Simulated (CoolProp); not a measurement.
Vapour-liquid equilibrium of cyclohexane (1) + o-xylene (2) at 113.55 °C; x and y are mole fractions of (1).

Model: multi-fluid Helmholtz-energy mixture model, Zhou 2014 and Zhou 2012; pair parameters Bell 2016, in CoolProp.

Question: Give the bubble pressure and the first vapour's composition at x = 0.45, 0.65, 0.95. Is there an azeotrope?

Answer: x = 0.45: 0.1491 MPa, y = 0.826; x = 0.65: 0.1852 MPa, y = 0.900; x = 0.95: 0.2375 MPa, y = 0.986. No azeotrope shows between x = 0.05 and 0.95.

Pair parameters are fitted to limited data, so mixtures are less certain than the pure fluids.
